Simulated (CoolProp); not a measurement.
Vapour-liquid equilibrium of carbon dioxide (1) + hydrogen sulfide (2) at 0.818 MPa; x and y are mole fractions of (1).

The numbers come from the multi-fluid Helmholtz-energy mixture model, Span 1996 and Lemmon 2006; pair parameters Kunz 2012 in CoolProp.

Task: Give the bubble temperature and the first vapour's composition at x = 0.2, 0.35, 0.65. Is there an azeotrope?

Result: x = 0.2: 242.8 K, y = 0.595; x = 0.35: 236.4 K, y = 0.717; x = 0.65: 231.0 K, y = 0.829. No azeotrope shows between x = 0.05 and 0.95.

Pair parameters are fitted to limited data, so mixtures are less certain than the pure fluids.
